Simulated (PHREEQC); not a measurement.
Make-up at 25 °C: 0.093 mol CuCl2 and 0.00058 mol FeCl3 per kg of water. Closed to the air; pH follows from the charge balance.

Equilibrium calculation in PHREEQC: ion-association model, wateq4f.dat.

Precipitation was switched off in this run.

Question: Predict the pH.

Answer: pH 3.37.

Question: In which forms is Cl present?

Answer: Cl- 93 %, CuCl+ 6.1 %, CuCl2 0.5 % of the Cl.

Examples of supersaturated solids here: Hematite (slow to form), Goethite (slow to form). Others may be too.
